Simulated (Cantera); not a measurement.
Cantera with NASA thermochemical tables; ideal gases at 1 bar, condensed phases pure. Values are per mole of reaction as written; species without (g) are pure solids or liquids, kept so even where they would boil at 1 bar.

0.6667 Cr + O2(g) → 0.6667 CrO3(g)

```json
[
 {"T (K)": "623", "ΔH° (kJ)": "-196.5", "ΔS° (J/K)": "-46.5", "ΔG° (kJ)": "-167.5", "log10 K": "14.05"},
 {"T (K)": "723", "ΔH° (kJ)": "?", "ΔS° (J/K)": "?", "ΔG° (kJ)": "?", "log10 K": "?"},
 {"T (K)": "823", "ΔH° (kJ)": "-196.9", "ΔS° (J/K)": "-47.1", "ΔG° (kJ)": "-158.2", "log10 K": "10.04"},
 {"T (K)": "923", "ΔH° (kJ)": "-197.2", "ΔS° (J/K)": "-47.4", "ΔG° (kJ)": "-153.4", "log10 K": "8.68"},
 {"T (K)": "1023", "ΔH° (kJ)": "?", "ΔS° (J/K)": "?", "ΔG° (kJ)": "?", "log10 K": "?"},
 {"T (K)": "1123", "ΔH° (kJ)": "-198.0", "ΔS° (J/K)": "-48.1", "ΔG° (kJ)": "-143.9", "log10 K": "6.69"},
 {"T (K)": "1223", "ΔH° (kJ)": "?", "ΔS° (J/K)": "?", "ΔG° (kJ)": "?", "log10 K": "?"},
 {"T (K)": "1323", "ΔH° (kJ)": "?", "ΔS° (J/K)": "?", "ΔG° (kJ)": "?", "log10 K": "?"}
]
```

### Question
Complete the blanks.

### Answer

- 723, ΔH° (kJ): -196.7
- 723, ΔS° (J/K): -46.8
- 723, ΔG° (kJ): -162.9
- 723, log10 K: 11.77
- 1023, ΔH° (kJ): -197.5
- 1023, ΔS° (J/K): -47.7
- 1023, ΔG° (kJ): -148.7
- 1023, log10 K: 7.59
- 1223, ΔH° (kJ): -198.5
- 1223, ΔS° (J/K): -48.6
- 1223, ΔG° (kJ): -139.1
- 1223, log10 K: 5.94
- 1323, ΔH° (kJ): -199.2
- 1323, ΔS° (J/K): -49.1
- 1323, ΔG° (kJ): -134.2
- 1323, log10 K: 5.30
